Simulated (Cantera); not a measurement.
Feed: 1 mol TiO₂, 0.41 mol MgCl₂, 0.16 mol O₂, at 2350 °C and 1.33 mbar.

Equilibrium computed with Cantera from the NASA thermochemical tables; the gas is ideal and each condensed phase is pure. Candidate condensed phases: Mg, MgCl₂, MgO, MgTiO₃, MgTi₂O₅, Mg₂TiO₄, Ti, TiCl₂, TiCl₃, TiCl₄, TiO, TiO₂, Ti₂O₃, Ti₃O₅, Ti₄O₇; 20 gas species. The tables' values for TiOCl are old estimates; treat these amounts as uncertain. Condensed phases not in the tables: Magnéli phases beyond Ti₄O₇. Equilibrium is a limit: real reactors are often held back by kinetics, nucleation or transport.

Base state: Cl 0.368, TiO₂ 0.244, Mg 0.180, O 0.139, O₂ 0.0383, TiO 0.0227, MgCl 0.00345, MgO 0.00219 (mole fractions); condensed: Ti₄O₇(l).

Task: What changes in the equilibrium state with this change: temperature from 2350 °C to 450 °C?

Result: 
```tsv
species	before	after
Cl₂	8.64e-6	1.000
TiCl₄	<1e-9	0.000250
Cl	0.368	3.56e-5
TiO₂	0.244	<1e-9
Mg	0.180	<1e-9
O	0.139	<1e-9
TiO	0.0227	<1e-9
O₂	0.0383	5.83e-7
MgCl₂	0.00215	2.55e-6
MgCl	0.00345	<1e-9
MgO	0.00219	<1e-9
Ti₄O₇(l), mol	0.104	0
MgCl₂(s), mol	0	0.0898
MgTiO₃(s), mol	0	0.320
TiO₂(rutile), mol	0	0.680
```
Condensed phases not in the tables: TiOCl, alloys, solid solutions and most ternary compounds.

Task: What changes in the equilibrium state with this change: temperature from 2350 °C to 2302 °C?

Result: 
```tsv
species	before	after
Cl	0.368	0.405
Mg	0.180	0.197
TiO₂	0.244	0.179
O₂	0.0383	0.0581
TiO	0.0227	0.00991
O	0.139	0.137
MgCl₂	0.00215	0.00560
TiCl	1.46e-5	5.81e-6
MgCl	0.00345	0.00547
Cl₂	8.64e-6	1.30e-5
Ti₄O₇(l), mol	0.104	0.158
```
